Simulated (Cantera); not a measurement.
**Thermodynamics of halide evaporation, hydrolysis and transport, feed CaF2 + N2**

Charge: 1 mol CaF2, 210 mol N2, held at 0.160 Pa.

Cantera equilibrium calculation (NASA polynomials, part measured and part estimated; ideal gas, pure solids and liquids). Candidate condensed phases: Ca, CaF2; 11 gas species. Rates play no part.

| T (K) | log p N2 | log p F | log p CaF2 | log p Ca | log p CaF | log p N | n CaF2(s) |
|---|---|---|---|---|---|---|---|
| 998 | -5.80 | <-17 | -12.94 | <-17 | <-17 | <-17 | 1.000 |
| 1098 | -5.80 | -16.50 | -10.93 | <-17 | -16.50 | <-17 | 0.998 |
| 1198 | -5.80 | -14.49 | -9.26 | <-17 | -14.49 | <-17 | 0.928 |
| 1298 | -5.80 | -12.92 | -8.12 | -16.65 | -12.92 | <-17 | 0 |
| 1398 | -5.80 | -12.07 | -8.12 | -15.11 | -12.07 | -17.33 | 0 |
| 1498 | -5.80 | -11.33 | -8.12 | -13.77 | -11.33 | -16.14 | 0 |
| 1598 | -5.80 | -10.68 | -8.12 | -12.61 | -10.69 | -15.09 | 0 |
| 1698 | -5.80 | -10.10 | -8.12 | -11.60 | -10.12 | -14.17 | 0 |
| 1798 | -5.80 | -9.57 | -8.13 | -10.72 | -9.64 | -13.35 | 0 |
| 1898 | -5.80 | -9.10 | -8.16 | -9.96 | -9.23 | -12.62 | 0 |
| 1998 | -5.80 | -8.67 | -8.23 | -9.33 | -8.91 | -11.96 | 0 |
| 2098 | -5.80 | -8.30 | -8.39 | -8.82 | -8.70 | -11.36 | 0 |
| 2198 | -5.80 | -8.03 | -8.75 | -8.44 | -8.66 | -10.82 | 0 |
log p: log10 of the partial pressure in bar; n: condensed amount in mol.

From 998 K to 1198 K the condensed part is CaF2(s). From 1298 K to 2198 K nothing is condensed. The main Ca-bearing gas is CaF2 at 998 K and Ca at 2198 K.
